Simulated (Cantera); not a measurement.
Feed: 1 mol Pb, 52 mol N2, held at 1177 °C and 1.00 bar.

These are equilibrium values from Cantera (NASA tables, ideal gas, pure condensed phases), not measurements of a reactor. Candidate condensed phases: Pb; 4 gas species. The numbers say what is thermodynamically allowed, not how fast it happens.

Base state: N2 0.985, Pb 0.0149 (mole fractions); condensed: Pb(l).

Question: What changes in the equilibrium state with this change: temperature from 1177 °C to 1102 °C?

Answer: 
```csv
species,before,after
N2,0.985,0.993
Pb,0.0149,0.00656
"Pb(l), mol",0.213,0.656
```
